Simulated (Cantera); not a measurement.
Input: 1 mol CaF2, 0.044 mol O2, 34 mol H2, at 750 Torr.

Cantera equilibrium calculation (NASA polynomials, part measured and part estimated; ideal gas, pure solids and liquids). Candidate condensed phases: Ca, CaF2, CaO, Ca(OH)2, H2O; 29 gas species. Mutual solubility and eutectic melting of coexisting phases are not modelled. The numbers say what is thermodynamically allowed, not how fast it happens.

**Question.** At 1475 °C, list the 5 most abundant gas species with their mole fractions, and the condensed phases.

**Answer.** H2 0.996, HF 0.00240, H2O 0.00139, H 0.000228, CaF2 0.000172. Condensed: CaF2(l) + CaO(s).
